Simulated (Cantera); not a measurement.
A Cantera script and what it prints.

```python
import numpy as np
import cantera as ct

gas_names = [...]  # 109 gases of nasa_gas.yaml made of C, Cl, H, Si
cond_names = """
    C(gr) C6H6(L) C7H8(L) C8H18(L),n-octa Si(cr) Si(L) SiC(b)
""".split()


# ... load() reads the species with a 1 bar reference pressure and builds the phases ...
atoms = {
    'CH3SiCl3': {'C': 1, 'H': 3, 'Si': 1, 'CL': 3},
    'C3H8': {'C': 3, 'H': 8},
    'H2': {'H': 2},
}
top_T = {'C(gr)': 4500, 'SiC(b)': 3050}  # K; cautious upper limits of use, not melting points


# ... equilibrate(T, P, feed) seeds the gas with the atoms and calls Mixture.equilibrate('TP', solver="vcs", rtol=1e-11, max_steps=5000) ...
results = []
feed = {'CH3SiCl3': 1, 'C3H8': 0.013, 'H2': 210}  # mol
P = 9500  # Pa
for T in [1475, 1575, 1675, 1775, 1875, 1975, 2075, 2175, 2275, 2375, 2475, 2575]:
    mix = equilibrate(T, P, feed)
    results.append((T, P, feed, dict(zip(mix.species_names, mix.species_moles))))

top = {s: max(r[3][s] / sum(r[3][g] for g in gas_names) for r in results) for s in gas_names}
cols = sorted((s for s in top if top[s] > 0.0001), key=lambda s: -top[s])[:5]
seen = [c for c in cond_names if any(r[3].get(c, 0) > 1e-12 for r in results)]
print("log10 of partial pressures in bar; condensed amounts in mol")
print(f"{'T/K':>10s}" + "".join(f"{s[:9]:>10s}" for s in cols + seen))
for T, P, feed, n in results:
    ng = sum(n[g] for g in gas_names)
    print(f"{T:10.4g}" + "".join(f"{np.log10(max(n[s] / ng * P / 1e5, 1e-99)):10.3f}" for s in cols)
          + "".join(f"{n.get(c, 0):10.4g}" for c in seen))
```

It prints:

```
log10 of partial pressures in bar; condensed amounts in mol
       T/K        H2         H       HCL        Si C2H2,acet    SiC(b)
      1475    -1.029    -5.401    -2.874   -10.254    -6.537    0.9987
      1575    -1.029    -4.896    -2.874    -9.221    -5.777    0.9985
      1675    -1.029    -4.449    -2.874    -8.189    -5.356    0.9976
      1775    -1.029    -4.053    -2.875    -7.186    -5.157    0.9955
      1875    -1.029    -3.698    -2.877    -6.266    -5.033    0.9904
      1975    -1.030    -3.379    -2.879    -5.458    -4.885    0.9756
      2075    -1.032    -3.091    -2.883    -4.786    -4.640      0.93
      2175    -1.036    -2.829    -2.888    -4.235    -4.302    0.7968
      2275    -1.042    -2.592    -2.896    -3.767    -3.930    0.4349
      2375    -1.051    -2.376    -2.906    -3.497    -3.712         0
      2475    -1.063    -2.179    -2.918    -3.461    -3.707         0
      2575    -1.080    -2.001    -2.937    -3.446    -3.711         0
```

Equilibrium computed with Cantera from the NASA thermochemical tables; the gas is ideal and each condensed phase is pure. The feed counts by its element totals alone. The tables' values for SiCl are old estimates; treat these amounts as uncertain. Gases not in the tables: Si2H6 and higher silanes.
